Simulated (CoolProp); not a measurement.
Aqueous lithium chloride as a coolant, 14 % by mass, freezing at -21.0 °C, 1 atm.

Computed with CoolProp (Melinder's fits for secondary coolants).

| T (°C) | Prandtl number | cp (kJ/(kg K)) | conductivity (W/(m K)) | density (kg/m³) |
|---|---|---|---|---|
| -16.4 | 33.9 | 3.359 | 0.512 | 1085 |
| -11 | 26.8 | 3.379 | 0.519 | 1085 |
| -5.6 | 21.7 | 3.398 | 0.527 | 1084 |
| -0.2 | 18.0 | 3.418 | 0.535 | 1083 |
| 5.2 | 15.1 | 3.437 | 0.543 | 1083 |
| 10.5 | 13.0 | 3.456 | 0.551 | 1081 |
| 15.9 | 11.3 | 3.476 | 0.559 | 1080 |
| 21.3 | 9.85 | 3.495 | 0.567 | 1079 |
| 26.7 | 8.70 | 3.514 | 0.574 | 1077 |
| 32.1 | 7.72 | 3.534 | 0.582 | 1076 |
